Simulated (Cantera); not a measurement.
A perfectly stirred reactor is fed with 23.3 % CH4, 76.7 % H2O, at 1.01 bar; it is held at 1700 K, and followed from long to short residence time.

Model: GRI-Mech 3.0 (53 species, 325 reactions), integrated in Cantera.

x: mole fraction; the columns are a selection and need not sum to one.

```json
[
 {"τ (s)": "9.3", "x CH4": "0.00808", "x H2O": "0.359", "x H2O2": "3.07e-12", "x CO2": "0.0267", "x C2H": "2.72e-9", "x O2": "2.09e-10"},
 {"τ (s)": "3.0", "x CH4": "0.0146", "x H2O": "0.383", "x H2O2": "3.66e-12", "x CO2": "0.0267", "x C2H": "8.43e-9", "x O2": "2.38e-10"},
 {"τ (s)": "0.98", "x CH4": "0.0241", "x H2O": "0.428", "x H2O2": "4.92e-12", "x CO2": "0.0258", "x C2H": "2.07e-8", "x O2": "2.97e-10"},
 {"τ (s)": "0.32", "x CH4": "0.0375", "x H2O": "0.493", "x H2O2": "7.35e-12", "x CO2": "0.0221", "x C2H": "4.01e-8", "x O2": "4.12e-10"},
 {"τ (s)": "0.10", "x CH4": "0.0570", "x H2O": "0.570", "x H2O2": "1.14e-11", "x CO2": "0.0145", "x C2H": "6.12e-8", "x O2": "6.40e-10"},
 {"τ (s)": "0.034", "x CH4": "0.0833", "x H2O": "0.634", "x H2O2": "1.59e-11", "x CO2": "0.00662", "x C2H": "7.02e-8", "x O2": "…"},
 {"τ (s)": "0.011", "x CH4": "0.121", "x H2O": "0.685", "x H2O2": "2.07e-11", "x CO2": "0.00170", "x C2H": "6.12e-8", "x O2": "…"},
 {"τ (s)": "0.0035", "x CH4": "0.163", "x H2O": "0.723", "x H2O2": "2.57e-11", "x CO2": "0.000260", "x C2H": "3.82e-8", "x O2": "…"}
]
```

**Question.** Fill in the missing entries.

**Answer.** 
- 0.034, x O2: 1.01e-9
- 0.011, x O2: 1.61e-9
- 0.0035, x O2: 2.22e-9
